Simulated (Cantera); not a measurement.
# Reactions in the system C-F-H-Pb

Cantera with NASA thermochemical tables; ideal gases at 1 bar, condensed phases pure. Values are per mole of reaction as written; species without (g) are pure solids or liquids, kept so even where they would boil at 1 bar.

CF4(g) + H2(g) + Pb ⇌ CH2F2(g) + PbF2

```json
[
 {"T (K)": "300", "ΔH° (kJ)": "-196.6", "ΔS° (J/K)": "-97.3", "ΔG° (kJ)": "-167.4", "log10 K": "29.15", "condensed phases": "Pb(s), PbF2(s)"},
 {"T (K)": "823", "ΔH° (kJ)": "-189.7", "ΔS° (J/K)": "-88.5", "ΔG° (kJ)": "-116.8", "log10 K": "7.41", "condensed phases": "Pb(l), PbF2(s)"},
 {"T (K)": "848", "ΔH° (kJ)": "-189.1", "ΔS° (J/K)": "-87.8", "ΔG° (kJ)": "-114.6", "log10 K": "7.06", "condensed phases": "Pb(l), PbF2(s)"},
 {"T (K)": "873", "ΔH° (kJ)": "-188.6", "ΔS° (J/K)": "-87.2", "ΔG° (kJ)": "-112.4", "log10 K": "6.73", "condensed phases": "Pb(l), PbF2(s)"},
 {"T (K)": "898", "ΔH° (kJ)": "-188.2", "ΔS° (J/K)": "-86.8", "ΔG° (kJ)": "-110.2", "log10 K": "6.41", "condensed phases": "Pb(l), PbF2(s)"},
 {"T (K)": "923", "ΔH° (kJ)": "-187.8", "ΔS° (J/K)": "-86.4", "ΔG° (kJ)": "-108.1", "log10 K": "6.12", "condensed phases": "Pb(l), PbF2(s)"},
 {"T (K)": "948", "ΔH° (kJ)": "-187.5", "ΔS° (J/K)": "-86.1", "ΔG° (kJ)": "-105.9", "log10 K": "5.84", "condensed phases": "Pb(l), PbF2(s)"},
 {"T (K)": "973", "ΔH° (kJ)": "-187.2", "ΔS° (J/K)": "-85.7", "ΔG° (kJ)": "-103.8", "log10 K": "5.57", "condensed phases": "Pb(l), PbF2(s)"}
]
```
